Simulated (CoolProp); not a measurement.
R1336mzz(Z) along the isobar 0.17 MPa: density (kg/m³) from the reference equation and from simpler models built on Tc = 444.5 K, pc = 2.904 MPa, ω = 0.386; each cubic takes its own stable root.

The numbers come from the reference Helmholtz-energy equation of state, McLinden 2020 in CoolProp.

```tsv
T (K)	phase	reference
281.9	liquid	1407
292.7	liquid	1379
303.6	liquid	1351
314.5	liquid	1321
325.3	gas	11.10
336.2	gas	10.63
347	gas	10.22
357.9	gas	9.846
368.8	gas	9.502
```

**Question.** How far does each simpler model (van der Waals, Soave-Redlich-Kwong) lie from the reference over these 9 states: mean and median of the absolute difference, and the worst?

**Answer.** 
- van der Waals: mean 45.4 %, median 3.5 %, worst -99.2 % at 314.5 K and 0.17 MPa
- Soave-Redlich-Kwong: mean 7.0 %, median 1.4 %, worst -14.9 % at 281.9 K and 0.17 MPa

At some of these states van der Waals gives the other phase, because its saturation line lies elsewhere.
